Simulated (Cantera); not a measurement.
Charge: 1 mol FeCl2, a varied amount of N2, equilibrated at 67.0 Pa.

Method: chemical equilibrium by Gibbs-energy minimisation in Cantera with the NASA 1993 tables (ideal gas, pure condensed phases). Candidate condensed phases: Fe, FeCl2, FeCl3; 10 gas species. Equilibrium is a limit: real reactors are often held back by kinetics, nucleation or transport.

Stable condensed phases, one row left out:

```
T in K \ n(N2) in mol
          0.2 0.44 0.93    2  4.2    9   19   41   87
    948     A    A    A    A    A    A    A    A    A
    923     A    A    A    A    A    A    A    A    A
    898     A    A    A    A    A    A    A    A    A
    873     A    A    A    A    A    A    A    A    A
    848     B    A    A    A    A    A    A    A    A
    823     B    B    B    A    A    A    A    A    A
    798     B    B    B    B    B    A    A    A    A
    748     B    B    B    B    B    B    B    B    A
```

A: gas only; B: FeCl2.

**Question.** Give the row for 773 K.

**Answer.** 0.2: FeCl2; 0.44: FeCl2; 0.93: FeCl2; 2: FeCl2; 4.2: FeCl2; 9: FeCl2; 19: gas only; 41: gas only; 87: gas only.
